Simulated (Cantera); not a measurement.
An adiabatic, constant-pressure homogeneous reactor starts with 4.67 % CH₄, 0.210 % C₂H₆, 19.4 % O₂, 72.8 % N₂, 2.94 % H₂O, equivalence ratio 0.52, at 1700 K and 700000 Pa.

Cantera simulation using GRI-Mech 3.0 (53 species, 325 reactions); the numbers are that mechanism's predictions, not measurements.

Q: Predict: time of steepest temperature rise; temperature at 0.200 s; equilibrium temperature; x(O₂) at 0.200 s; x(N₂O) at 0.200 s; x(H₂O) at 0.200 s.

A: time of steepest temperature rise: 21.3 µs
temperature at 0.200 s: 2590 K
equilibrium temperature: 2590 K
x(O₂) at 0.200 s: 0.0831 (gas-phase equilibrium 0.0831)
x(N₂O) at 0.200 s: 2.26e-6 (gas-phase equilibrium 2.26e-6)
x(H₂O) at 0.200 s: 0.121 (gas-phase equilibrium 0.121)
